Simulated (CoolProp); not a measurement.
Computed with CoolProp (reference Helmholtz-energy equation of state, Thol 2012).

Problem. Give the vapour pressure (MPa), vapour Z, surface tension (mN/m), liquid viscosity (µPa s) of saturated benzene at 412.9, 460.7 K.

Solution. 
```json
[
 {"T (K)": "412.9", "p (MPa)": "0.470", "vapour Z": "0.900", "surface tension (mN/m)": "13.9", "liquid viscosity (µPa s)": "189"},
 {"T (K)": "460.7", "p (MPa)": "1.17", "vapour Z": "0.812", "surface tension (mN/m)": "8.56", "liquid viscosity (µPa s)": "129"}
]
```

Viscosity comes from a separate model (Avgeri 2014). Surface tension comes from a separate correlation (Mulero 2012).
